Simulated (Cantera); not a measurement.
Fluorocarbon and chlorocarbon gases: CF4 + H2

Feed: 1 mol CF4, 1.4 mol H2, held at 2148 K.

These are equilibrium values from Cantera (NASA tables, ideal gas, pure condensed phases), not measurements of a reactor. Candidate condensed phases: C, C6H6, C7H8, C8H18; 95 gas species. Gases not in the tables: C2F6 and larger saturated fluorocarbons. Kinetics and transport are ignored.

From 1.00 Pa to 1.00 bar the condensed part is C(graphite). The main C-bearing gas is CF at 1.00 Pa and CF4 at 1.00 bar. The share of C in condensed phases is highest at 1.00 Pa (98.1 %) and lowest at 7.20 mbar (63.3 %).

```csv
P (Pa),log p HF,log p F,log p CF4,log p CF2,log p H,log p CF,n C(graphite)
1,-5.16,-5.53,-12.61,-7.76,-7.53,-7.57,0.981
5.20,-4.44,-4.83,-9.82,-6.37,-7.51,-6.87,0.957
27,-3.71,-4.18,-7.22,-5.07,-7.43,-6.22,0.868
140,-2.97,-3.65,-5.10,-4.01,-7.22,-5.69,0.713
720,-2.23,-3.29,-3.64,-3.28,-6.85,-5.33,0.633
3700,-1.49,-3.04,-2.64,-2.78,-6.36,-5.07,0.645
19000,-0.77,-2.83,-1.82,-2.37,-5.85,-4.87,0.669
100000,-0.05,-2.64,-1.05,-1.98,-5.31,-4.68,0.684
```
log p: log10 of the partial pressure in bar; n: condensed amount in mol.
